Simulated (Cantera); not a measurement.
Input (Python, Cantera) and output of one run.

```python
import numpy as np
import cantera as ct

gas_names = """
    AL ALCL ALCL2 ALCL3 ALH ALN ALO ALOCL ALOH ALO2 ALO2H AL2 AL2CL6 AL2O AL2O2 CL CLO CL2 H HALO HCL
    HNO HNO2 HNO3 HOCL HO2 H2 H2O H2O2 N NH NH2 NH3 NH2OH NO NO2 NO3 N2 N2H2 N2H4 N2O O OH O2 O3
""".split()
cond_names = """
    AL(cr) AL(L) ALCL3(s) ALCL3(L) ALN(s) AL2O3(a) AL2O3(L) H2O(s) H2O(L) NH4CL(a) NH4CL(b)
""".split()


def load(file, names, dense=False):
    # The tables refer to 1 bar. Condensed volumes are neglected.
    table = {s.name: s for s in ct.Species.list_from_file(file)}
    out = []
    for n in names:
        d = dict(table[n].input_data)
        d["thermo"] = dict(d["thermo"], **{"reference-pressure": 1e5})
        if dense:
            d["equation-of-state"] = {"model": "constant-volume", "density": "1e6 g/cm^3"}
        out.append(ct.Species.from_dict(d))
    return out


gas = ct.Solution(thermo="ideal-gas", species=load("nasa_gas.yaml", gas_names))
cond = {s.name: ct.Solution(thermo="fixed-stoichiometry", species=[s], name=s.name)
        for s in load("nasa_condensed.yaml", cond_names, dense=True)}
atoms = {
    'AlCl3': {'AL': 1, 'CL': 3},
    'H2O': {'H': 2, 'O': 1},
    'N2': {'N': 2},
}
top_T = {'ALN(s)': 2750}  # K; cautious upper limits of use, not melting points


def equilibrate(T, P, feed):
    n = {}
    for name, mol in feed.items():
        for a, k in atoms[name].items():
            n[a] = n.get(a, 0.0) + k * mol
    gas.TPX = T, P, n
    mass = sum(n.values()) * gas.mean_molecular_weight
    gas.equilibrate("TP")
    valid = [c for c in cond.values() if c.min_temp <= T <= top_T.get(c.name, c.max_temp)]
    mix = ct.Mixture([(gas, mass / gas.mean_molecular_weight)] + [(c, 0.0) for c in valid])
    mix.T, mix.P = T, P
    mix.equilibrate("TP", solver="vcs", rtol=1e-11, max_steps=5000)
    return mix


results = []
T = 1500  # K
P = 68  # Pa
for m in [2.3, 3.6, 5.8, 9.2, 15, 23, 37, 59, 93, 150, 240, 370, 590]:
    feed = {'AlCl3': 1, 'H2O': 0.38, 'N2': m}  # mol
    mix = equilibrate(T, P, feed)
    results.append((T, P, feed, dict(zip(mix.species_names, mix.species_moles))))
    x = sorted(zip(gas.X, gas.species_names), reverse=True)
    print(f"T = {T:g} K  P = {P:g} Pa  n(N2) = {m:g} mol  gas = {mix.phase_moles(0):.4g} mol")
    print("   x: " + "  ".join(f"{s} {v:.3e}" for v, s in x if v > 0.0001))
    print("   condensed (mol): " + ("  ".join(f"{mix.phase(i).name} {mix.phase_moles(i):.4g}"
          for i in range(1, mix.n_phases) if mix.phase_moles(i) > 1e-12) or "none"))
```

Result:

```
T = 1500 K  P = 68 Pa  n(N2) = 2.3 mol  gas = 3.819 mol
   x: N2 6.022e-01  HCL 1.975e-01  ALCL3 1.931e-01  CL 4.003e-03  ALCL2 2.169e-03  H2 7.212e-04  ALCL 1.895e-04
   condensed (mol): AL2O3(a) 0.1267
T = 1500 K  P = 68 Pa  n(N2) = 3.6 mol  gas = 5.121 mol
   x: N2 7.029e-01  HCL 1.473e-01  ALCL3 1.437e-01  CL 3.405e-03  ALCL2 1.897e-03  H2 5.538e-04  ALCL 1.948e-04
   condensed (mol): AL2O3(a) 0.1267
T = 1500 K  P = 68 Pa  n(N2) = 5.8 mol  gas = 7.324 mol
   x: N2 7.919e-01  HCL 1.030e-01  ALCL3 1.001e-01  CL 2.808e-03  ALCL2 1.603e-03  H2 3.979e-04  ALCL 1.996e-04
   condensed (mol): AL2O3(a) 0.1267
T = 1500 K  P = 68 Pa  n(N2) = 9.2 mol  gas = 10.73 mol
   x: N2 8.575e-01  HCL 7.027e-02  ALCL3 6.806e-02  CL 2.299e-03  ALCL2 1.331e-03  H2 2.767e-04  ALCL 2.025e-04
   condensed (mol): AL2O3(a) 0.1267
T = 1500 K  P = 68 Pa  n(N2) = 15 mol  gas = 16.53 mol
   x: N2 9.072e-01  HCL 4.559e-02  ALCL3 4.389e-02  CL 1.845e-03  ALCL2 1.070e-03  ALCL 2.027e-04  H2 1.809e-04
   condensed (mol): AL2O3(a) 0.1267
T = 1500 K  P = 68 Pa  n(N2) = 23 mol  gas = 24.54 mol
   x: N2 9.372e-01  HCL 3.072e-02  ALCL3 2.936e-02  CL 1.518e-03  ALCL2 8.692e-04  ALCL 2.001e-04  H2 1.212e-04
   condensed (mol): AL2O3(a) 0.1267
T = 1500 K  P = 68 Pa  n(N2) = 37 mol  gas = 38.55 mol
   x: N2 9.598e-01  HCL 1.956e-02  ALCL3 1.849e-02  CL 1.224e-03  ALCL2 6.794e-04  ALCL 1.941e-04
   condensed (mol): AL2O3(a) 0.1267
T = 1500 K  P = 68 Pa  n(N2) = 59 mol  gas = 60.56 mol
   x: N2 9.742e-01  HCL 1.245e-02  ALCL3 1.162e-02  CL 9.933e-04  ALCL2 5.258e-04  ALCL 1.851e-04
   condensed (mol): AL2O3(a) 0.1267
T = 1500 K  P = 68 Pa  n(N2) = 93 mol  gas = 94.58 mol
   x: N2 9.833e-01  HCL 7.975e-03  ALCL3 7.316e-03  CL 8.129e-04  ALCL2 4.046e-04  ALCL 1.740e-04
   condensed (mol): AL2O3(a) 0.1266
T = 1500 K  P = 68 Pa  n(N2) = 150 mol  gas = 151.6 mol
   x: N2 9.894e-01  HCL 4.977e-03  ALCL3 4.461e-03  CL 6.608e-04  ALCL2 3.035e-04  ALCL 1.606e-04
   condensed (mol): AL2O3(a) 0.1266
T = 1500 K  P = 68 Pa  n(N2) = 240 mol  gas = 241.6 mol
   x: N2 9.932e-01  HCL 3.123e-03  ALCL3 2.718e-03  CL 5.404e-04  ALCL2 2.261e-04  ALCL 1.463e-04
   condensed (mol): AL2O3(a) 0.1266
T = 1500 K  P = 68 Pa  n(N2) = 370 mol  gas = 371.7 mol
   x: N2 9.955e-01  HCL 2.031e-03  ALCL3 1.706e-03  CL 4.495e-04  ALCL2 1.706e-04  ALCL 1.327e-04
   condensed (mol): AL2O3(a) 0.1266
T = 1500 K  P = 68 Pa  n(N2) = 590 mol  gas = 591.7 mol
   x: N2 9.971e-01  HCL 1.276e-03  ALCL3 1.019e-03  CL 3.686e-04  ALCL2 1.244e-04  ALCL 1.180e-04
   condensed (mol): AL2O3(a) 0.1266
```

These are equilibrium values from Cantera (NASA tables, ideal gas, pure condensed phases), not measurements of a reactor. The tables' values for AlCl2 are old estimates; treat these amounts as uncertain.
